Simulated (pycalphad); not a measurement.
**Effect of B content in Ti-Hf-B**

All values are pycalphad results on the COST 507 light-alloy database (1999) (1 atm), not direct measurements. These are 1990s assessments: newer ones move some temperatures and phases. Phase fractions are per mole of atoms.

### Question
One of these alloys has its liquidus at 1641 °C, its solidus at 1542 °C, and holds BCC_A2 0.73, BM 0.27 at 927 °C. Which?
A. Ti-15.83Hf-0.2256B (wt.%)
B. Ti-17.29Hf-2.944B (wt.%)
C. Ti-16.73Hf-1.899B (wt.%)
D. Ti-16.46Hf-1.401B (wt.%)
E. Ti-17.9Hf-4.062B (wt.%)
F. Ti-16.2Hf-0.9195B (wt.%)

### Answer
B, Ti-17.29Hf-2.944B (wt.%). The others: Ti-15.83Hf-0.2256B (wt.%), liquidus 1635, solidus 1542; Ti-16.2Hf-0.9195B (wt.%), liquidus 1576, solidus 1542; Ti-16.46Hf-1.401B (wt.%), liquidus 1545, solidus 1542; Ti-16.73Hf-1.899B (wt.%), liquidus 1581, solidus 1542; Ti-17.9Hf-4.062B (wt.%), liquidus 1701, solidus 1542

Database names, with the compositions (at.%) that they take in these runs: BM: Ti 49 B 50 Hf 0. BCC_A2 is bcc.
